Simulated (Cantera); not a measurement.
Standard-state values (1 bar) from the NASA 1993 polynomials, evaluated with Cantera. Values are per mole of reaction as written; species without (g) are pure solids or liquids, kept so even where they would boil at 1 bar. TiC: taken at fixed stoichiometry.

4 Cl(g) + TiC = C + TiCl4, with ΔH° = -1105.2 kJ and ΔS° = -426.6 J/K at 300 K.

Problem. How far is the shortcut ΔG° ≈ ΔH°(300 K) − T·ΔS°(300 K) from the full temperature-dependent value at 350, 375, 400, 425, 450, 475, 500, 525, 550 K?

Solution. 
```tsv
T (K)	shortcut (kJ)	full (kJ)	difference (kJ)	difference in log10 K
350	-955.9	-956.0	0.1	-0.02
375	-945.2	-945.5	0.3	-0.04
400	-934.6	-935.0	0.5	-0.06
425	-923.9	-924.6	0.7	-0.09
450	-913.2	-914.2	1.0	-0.11
475	-902.6	-903.9	1.3	-0.14
500	-891.9	-893.5	1.6	-0.17
525	-881.2	-883.2	2.0	-0.20
550	-870.6	-873.0	2.4	-0.23
```
The shortcut ignores the heat-capacity change of the reaction.
